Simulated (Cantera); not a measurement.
An adiabatic, constant-volume homogeneous reactor starts with CO : H2 : CH4 : O2 : N2 = 1 : 0.67 : 1.4 : 2.27 : 8.86 (molar parts), equivalence ratio 1.6, at 1375 K and 1.00 bar. Integrator tolerance rtol = 1e-08.

Model: GRI-Mech 3.0 (53 species, 325 reactions), integrated in Cantera.

```csv
quantity,before,after
time of steepest temperature rise,0.729 ms,0.112 ms
temperature at 0.500 s,2866 K,3017 K
equilibrium temperature,2866 K,3017 K
x(CO) at 0.500 s,0.121 (gas-phase equilibrium 0.121),0.121 (gas-phase equilibrium 0.121)
x(H2) at 0.500 s,0.0663 (gas-phase equilibrium 0.0663),0.0653 (gas-phase equilibrium 0.0653)
x(CH4) at 0.500 s,<1e-12 (gas-phase equilibrium 1.14e-12),6.33e-11 (gas-phase equilibrium 7.22e-11)
x(CH2) at 0.500 s,2.31e-12 (gas-phase equilibrium 2.42e-12),3.63e-11 (gas-phase equilibrium 3.88e-11)
x(HO2) at 0.500 s,1.39e-6 (gas-phase equilibrium 1.39e-6),1.48e-6 (gas-phase equilibrium 1.48e-6)
x(H) at 0.500 s,0.0179 (gas-phase equilibrium 0.0179),0.00894 (gas-phase equilibrium 0.00894)
x(NO2) at 0.500 s,2.86e-7 (gas-phase equilibrium 2.86e-7),3.28e-7 (gas-phase equilibrium 3.28e-7)
```

**Question.** Name the change that produced these shifts.
(A) pressure from 1.00 bar to 0.870 bar
(B) pressure from 1.00 bar to 10.0 bar
(C) N2 8.86 to 14 parts
(D) pressure from 1.00 bar to 2.60 bar

**Answer.** B, pressure from 1.00 bar to 10.0 bar
